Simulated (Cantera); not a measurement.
A closed system holds: 1 mol Fe₃O₄, 0.72 mol CH₄, 6.4 mol N₂, held at 3.10 bar.

Equilibrium computed with Cantera from the NASA thermochemical tables; the gas is ideal and each condensed phase is pure. Candidate condensed phases: C, C₆H₆, C₇H₈, C₈H₁₈, Fe, Fe(CO)₅, FeO, Fe(OH)₂, Fe(OH)₃, Fe₂O₃, Fe₃O₄, H₂O; 140 gas species. Mutual solubility and eutectic melting of coexisting phases are not modelled. The tables' stoichiometric FeO is somewhat more stable than real wüstite, so its field is too wide. FeO: taken at fixed stoichiometry. Equilibrium is a limit: real reactors are often held back by kinetics, nucleation or transport.

Q: Which condensed phases are stable at each of these points (T (K)): 975, 1025, 1075, 1125, 1175, 1225, 1275, 1325, 1375, 1425, 1475?

A: 
| T (K) | condensed phases | Fe condensed (%) |
|---|---|---|
| 975 | Fe(α) + FeO(s) | 100.0 |
| 1025 | Fe(α) + FeO(s) | 100.0 |
| 1075 | Fe(α) + FeO(s) | 100.0 |
| 1125 | Fe(α) + FeO(s) | 100.0 |
| 1175 | Fe(α) + FeO(s) | 100.0 |
| 1225 | Fe(γ) + FeO(s) | 100.0 |
| 1275 | Fe(γ) + FeO(s) | 100.0 |
| 1325 | Fe(γ) + FeO(s) | 100.0 |
| 1375 | Fe(γ) + FeO(s) | 100.0 |
| 1425 | Fe(γ) + FeO(s) | 100.0 |
| 1475 | Fe(γ) + FeO(s) | 100.0 |

From 975 K to 1175 K the condensed part is Fe(α) + FeO(s). From 1225 K to 1475 K the condensed part is Fe(γ) + FeO(s).
